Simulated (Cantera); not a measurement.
**Equilibrium for silicon epitaxy and polysilicon growth: Si2H6 + HCl + N2**

Charge: 1 mol Si2H6, 1.1 mol HCl, 4.8 mol N2, at 93.0 mbar.

Equilibrium computed with Cantera from the NASA thermochemical tables; the gas is ideal and each condensed phase is pure. Candidate condensed phases: NH4Cl, Si, Si3N4; 28 gas species. The feed counts by its element totals alone. N2 is the only nitrogen source here; it is nearly inert below about 1500 K, so the nitride shown seldom forms there in practice. The tables' values for SiCl3, SiCl are old estimates; treat these amounts as uncertain. Equilibrium is a limit: real reactors are often held back by kinetics, nucleation or transport.

```tsv
T (K)	log p N2	log p H2	log p HCl	log p SiCl2	log p SiCl4	log p SiCl3	n Si3N4(s)
823	-1.37	-1.43	-1.89	-11.37	-3.90	-8.62	0.663
898	-1.37	-1.43	-1.88	-9.95	-4.07	-7.85	0.664
973	-1.37	-1.43	-1.88	-8.75	-4.21	-7.21	0.665
1048	-1.37	-1.43	-1.88	-7.73	-4.32	-6.66	0.665
1123	-1.37	-1.43	-1.87	-6.85	-4.43	-6.18	0.666
1198	-1.37	-1.43	-1.87	-6.08	-4.52	-5.77	0.666
1273	-1.37	-1.43	-1.87	-5.40	-4.60	-5.41	0.666
1348	-1.37	-1.43	-1.87	-4.80	-4.67	-5.09	0.665
1423	-1.37	-1.43	-1.88	-4.28	-4.75	-4.81	0.664
1498	-1.37	-1.43	-1.88	-3.81	-4.84	-4.58	0.661
1573	-1.37	-1.43	-1.90	-3.42	-4.97	-4.40	0.655
1648	-1.37	-1.43	-1.93	-3.10	-5.15	-4.30	0.643
1723	-1.37	-1.42	-1.98	-2.85	-5.41	-4.27	0.626
```
log p: log10 of the partial pressure in bar; n: condensed amount in mol.

From 823 K to 1723 K the condensed part is Si3N4(s). The main Si-bearing gas is SiCl4 at 823 K and SiCl2 at 1723 K.
